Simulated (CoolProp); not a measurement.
The fluid at 295 K and 0.5 MPa is throttled through a valve to 0.306 MPa with no heat exchange. The same conditions are run with several fluids, on thermodynamics alone (safety and materials aside).

The numbers come from the reference Helmholtz-energy equation of state of each fluid (fluorine: de Reuck 1990; carbonyl sulfide: Lemmon 2006; R1132(E): Akasaka 2024; R507A: Lemmon 2003; CH2F2 (R32): Tillner-Roth 1997) in CoolProp. Blends and air are pseudo-pure fits.

### Question
Rank fluorine, carbonyl sulfide, R1132(E), R507A, CH2F2 (R32) by temperature change (K), highest first.

### Answer
fluorine (-0.4), R1132(E) (-3.3), R507A (-3.6), carbonyl sulfide (-4.2), CH2F2 (R32) (-5.2)

| fluid | final density (kg/m³) |
|---|---|
| fluorine | 4.75 |
| carbonyl sulfide | 7.90 |
| R1132(E) | 8.41 |
| R507A | 13.2 |
| CH2F2 (R32) | 6.90 |
